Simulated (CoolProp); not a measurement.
Methane along the isobar 17.2 MPa: density (kg/m³) from the reference equation and from simpler models built on Tc = 190.6 K, pc = 4.599 MPa, ω = 0.011; each cubic takes its own stable root.

Model: reference Helmholtz-energy equation of state, Setzmann 1991, in CoolProp.

```tsv
T (K)	phase	reference	Redlich-Kwong	Peng-Robinson
130.1	liquid	…	416.2	464.3
146.4	liquid	391.1	…	437.0
162.8	liquid	367.4	363.0	406.2
179.2	liquid	…	…	371.8
195.6	supercritical	313.0	…	333.6
212	supercritical	281.1	266.1	292.8
228.4	supercritical	246.4	232.1	251.8
244.8	supercritical	211.9	200.9	214.6
261.2	supercritical	181.9	174.7	184.3
277.6	supercritical	158.3	153.9	160.9
294	supercritical	…	137.8	143.0
310.4	supercritical	126.3	125.0	129.1
326.8	supercritical	…	114.8	118.0
```

Question: Fill in the missing entries.

Answer: 
- 130.1, reference: 413.0
- 146.4, Redlich-Kwong: 390.8
- 179.2, reference: 341.6
- 179.2, Redlich-Kwong: 332.8
- 195.6, Redlich-Kwong: 300.3
- 294, reference: 140.2
- 326.8, reference: 115.4
